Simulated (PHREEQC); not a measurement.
Dissolve 9.5 mmol/kgw LiOH and 0.74 mmol/kgw Na2CO3 at 25 °C. Closed to the air; pH follows from the charge balance.

Computed with PHREEQC (ion-association model, phreeqc.dat).

The pH comes out as 11.92, the ionic strength is 0.0117 mol/kgw and the specific conductance is 2240 µS/cm. The total alkalinity comes out as 11.0 meq/kg.

```json
[
 {"species": "OH-", "molality": "0.00951", "activity": "0.00850", "log γ": "-0.049"},
 {"species": "Li+", "molality": "0.00950", "activity": "0.00856", "log γ": "-0.045"},
 {"species": "Na+", "molality": "0.00147", "activity": "0.00132", "log γ": "-0.047"},
 {"species": "CO3-2", "molality": "0.000714", "activity": "0.000466", "log γ": "-0.185"},
 {"species": "HCO3-", "molality": "1.32e-5", "activity": "1.18e-5", "log γ": "-0.046"},
 {"species": "NaCO3-", "molality": "1.28e-5", "activity": "1.14e-5", "log γ": "-0.048"},
 {"species": "NaHCO3", "molality": "8.74e-9", "activity": "8.76e-9", "log γ": "0.001"}
]
```

Precipitation was switched off in this run.
